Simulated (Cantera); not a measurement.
A freely propagating, adiabatic, planar premixed flame of 41.6 % H2, 12.2 % O2, 46.2 % N2, unburnt at 475 K and 13300 Pa; multicomponent+Soret transport, grid criteria slope 0.08 and curve 0.16, no radiation.

Cantera simulation using the H2/O2 subset of GRI-Mech 3.0, which has no nitrogen chemistry; the numbers are that mechanism's predictions, not measurements. Burning velocities carry a grid error of a few per cent, more on coarse grids.

x: mole fraction of selected species; z is measured from the peak of heat release.

```csv
z (mm),T (K),u (m/s),x H2,x O2,x OH,x HO2,x H2O,x H2O2
-16.8,475,4.42,0.416,0.122,<1e-8,<1e-8,<1e-8,<1e-8
-11.2,475,4.42,0.416,0.122,<1e-8,<1e-8,<1e-8,<1e-8
-8.42,475,4.42,0.416,0.122,<1e-8,<1e-8,<1e-8,<1e-8
-5.61,475,4.42,0.416,0.122,<1e-8,1.46e-7,1.00e-8,<1e-8
-2.81,486,4.49,0.411,0.123,4.21e-5,7.29e-5,0.000566,1.80e-6
-1.40,662,5.98,0.378,0.119,0.000360,3.87e-5,0.0154,2.56e-6
0,1076,9.49,0.241,0.0697,0.00201,1.25e-5,0.118,3.14e-7
1.40,1336,11.7,0.138,0.0101,0.00414,1.73e-6,0.231,2.83e-7
2.81,1435,12.5,0.133,[?],[?],[?],0.244,[?]
5.61,1548,13.4,0.141,[?],[?],[?],0.247,[?]
11.2,1676,14.4,0.150,0.00245,0.00699,3.01e-7,0.250,1.34e-7
22.5,1810,15.4,0.159,0.00176,0.00744,2.03e-7,0.255,7.38e-8
44.9,1939,16.3,0.168,0.00112,0.00717,1.31e-7,0.260,3.81e-8
```

### Question
Complete the blanks.

### Answer

- 2.81, x O2: 0.00389
- 2.81, x OH: 0.00499
- 2.81, x HO2: 6.05e-7
- 2.81, x H2O2: 2.52e-7
- 5.61, x O2: 0.00306
- 5.61, x OH: 0.00606
- 5.61, x HO2: 4.20e-7
- 5.61, x H2O2: 2.06e-7
